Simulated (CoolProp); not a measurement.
Aqueous potassium carbonate as a coolant, 5 % by mass, freezing at -1.6 °C, 1 atm.

Model: Melinder's fits for secondary coolants, in CoolProp.

```
T (°C)  Prandtl number  density (kg/m³)  conductivity (W/(m K))  cp (kJ/(kg K))
------  --------------  ---------------  ----------------------  --------------
2.9               12.2             1048              (withheld)           3.888
9.1         (withheld)             1047              (withheld)      (withheld)
15.4              8.31             1045                   0.586           3.900
21.7              7.03             1044              (withheld)           3.908
27.9              6.04             1041                   0.607           3.916
34.2              5.23             1039                   0.618           3.925
```

Problem. Some entries are withheld; supply them.

Solution. 
- 2.9, conductivity (W/(m K)): 0.565
- 9.1, Prandtl number: 9.99
- 9.1, conductivity (W/(m K)): 0.576
- 9.1, cp (kJ/(kg K)): 3.893
- 21.7, conductivity (W/(m K)): 0.597
